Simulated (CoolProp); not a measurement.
Saturation properties of nitrous oxide (Tc = 309.5 K, pc = 7.245 MPa, ω = 0.161).

Computed with CoolProp (reference Helmholtz-energy equation of state, Lemmon 2006). It is a short technical equation, of lower accuracy than the large ones.

```tsv
T (K)	p (MPa)	liquid density (kg/m³)	vapour density (kg/m³)	enthalpy of vaporisation (kJ/kg)	liquid cp (kJ/(kg K))	surface tension (mN/m)
219.6	0.5625	1122	14.87	331.0	1.787	?
231.7	?	1080	23.16	313.3	?	13.4
243.7	1.341	1036	34.67	293.7	1.907	11.0
255.7	1.937	987.4	50.54	271.6	2.010	8.62
267.8	2.715	933.4	72.68	245.7	2.170	6.35
279.8	3.689	871.6	103.8	214.8	2.448	?
291.9	4.911	794.5	151.5	174.9	3.083	2.25
303.9	6.411	?	241.4	113.0	6.307	0.568
```

Problem. Some entries are withheld; supply them.

Solution. 
- 219.6, surface tension (mN/m): 16.0
- 231.7, p (MPa): 0.8915
- 231.7, liquid cp (kJ/(kg K)): 1.837
- 279.8, surface tension (mN/m): 4.22
- 303.9, liquid density (kg/m³): 677.9

It boils at 184.7 K under 1 atm.

Surface tension comes from a separate correlation (Mulero 2012).
